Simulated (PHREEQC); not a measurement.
A PHREEQC input (ion-association model, phreeqc.dat):

```
SOLUTION 1
  temp 20
  units mg/L
  pH 5.83
  pe 9.3
  Na 7.21
  K 0.00183
  Ca 7.56
  Mg 3.26
  Cl 18.3
  S(6) 5.2 as SO4
  Alkalinity 22.6 as HCO3
  F 0.00198
  Zn 0.722
  Cu(2) 0.00987
  Br 1.82
END
USE solution 3
EQUILIBRIUM_PHASES 1
  Fluorite 0 0
  CO2(g) -3.4 10
END
```

It stops with these messages:

```
ERROR: Solution 3 not found.
```

The fault: USE names a solution that was never defined. The line should read `USE solution 1` where the input has `USE solution 3`. With the mend the run ends at pH 7.73 and ionic strength 0.00137 mol/kgw.
